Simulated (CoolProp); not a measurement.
Saturated liquid density (kg/m³) of sulfur dioxide: the reference equation beside estimates from Tc = 430.6 K, pc = 7.887 MPa, ω = 0.256. Rackett uses Z = 0.29056 − 0.08775 ω.

Values from CoolProp's reference Helmholtz-energy equation of state, Gao 2016.

| T (K) | reference | Rackett | van der Waals | Redlich-Kwong | Soave-Redlich-Kwong | Peng-Robinson |
|---|---|---|---|---|---|---|
| 283.6 | 1407 | 1386 | 833.4 | 1217 | 1262 | 1427 |
| 294.8 | 1376 | 1357 | 816.1 | 1187 | (withheld) | 1396 |
| 305.9 | 1345 | 1326 | 798.1 | 1155 | 1203 | 1362 |
| 317.1 | 1312 | 1294 | 779.0 | 1121 | 1170 | 1326 |
| 328.3 | 1277 | 1260 | 758.8 | 1084 | 1135 | 1287 |
| 339.4 | 1241 | 1225 | 737.5 | 1046 | 1097 | 1245 |
| 350.6 | 1202 | 1188 | 714.6 | 1005 | 1056 | 1198 |
| 361.8 | (withheld) | (withheld) | 689.9 | 960.3 | 1010 | 1147 |
| 372.9 | 1114 | 1105 | 663.3 | 912.4 | 960.6 | 1090 |

**Question.** Fill in the missing entries.

**Answer.** 
- 294.8, Soave-Redlich-Kwong: 1233
- 361.8, reference: 1160
- 361.8, Rackett: 1148

Absolute difference from the reference over all 9 rows, mean and median: Rackett 1.3 and 1.3 %, van der Waals 40.6 and 40.6 %, Redlich-Kwong 15.4 and 15.1 %, Soave-Redlich-Kwong 11.5 and 11.1 %, Peng-Robinson 1.1 and 1.1 %.
